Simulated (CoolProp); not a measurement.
R113 along the isobar 854 kPa: density (kg/m³) from the reference equation and from simpler models built on Tc = 487.2 K, pc = 3392 kPa, ω = 0.253; each cubic takes its own stable root.

Values from CoolProp's reference Helmholtz-energy equation of state, Marx 1992.

```tsv
T (K)	phase	reference
382	liquid	1345
396.8	liquid	1297
411.5	gas	56.64
426.3	gas	53.13
441	gas	50.24
455.8	gas	47.75
470.5	gas	45.59
485.3	gas	43.66
500	gas	41.93
```

### Question
How far does each simpler model (van der Waals, Redlich-Kwong, Soave-Redlich-Kwong, Peng-Robinson) lie from the reference over these 9 states: mean and median of the absolute difference, and the worst?

### Answer
- van der Waals: mean 23.3 %, median 3.0 %, worst -95.7 % at 396.8 K and 854 kPa
- Redlich-Kwong: mean 12.5 %, median 0.7 %, worst -95.4 % at 396.8 K and 854 kPa
- Soave-Redlich-Kwong: mean 2.1 %, median 0.1 %, worst -9.5 % at 396.8 K and 854 kPa
- Peng-Robinson: mean 1.6 %, median 1.2 %, worst +3.7 % at 382 K and 854 kPa

At some of these states van der Waals, Redlich-Kwong gives the other phase, because its saturation line lies elsewhere.
